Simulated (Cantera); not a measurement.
An adiabatic, constant-pressure homogeneous reactor starts with CH4 : CO : O2 : N2 = 1 : 1.2 : 2.36 : 8.89 (molar parts), equivalence ratio 1.1, at 1798 K and 0.580 bar.

Cantera simulation using GRI-Mech 3.0 (53 species, 325 reactions); the numbers are that mechanism's predictions, not measurements.

Question: Predict: time of steepest temperature rise; temperature at 0.500 s; equilibrium temperature; x(CO) at 0.500 s; x(O2) at 0.500 s; x(O) at 0.500 s; x(H) at 0.500 s.

Answer: 
```json
{
 "time_of_steepest_temperature_rise": "0.191 ms",
 "temperature at 0.500 s": "2799 K",
 "equilibrium_temperature": "2799 K",
 "x(CO) at 0.500 s": "0.0891 (gas-phase equilibrium 0.0891)",
 "x(O2) at 0.500 s": "0.0240 (gas-phase equilibrium 0.0240)",
 "x(O) at 0.500 s": "0.0111 (gas-phase equilibrium 0.0111)",
 "x(H) at 0.500 s": "0.0151 (gas-phase equilibrium 0.0151)"
}
```
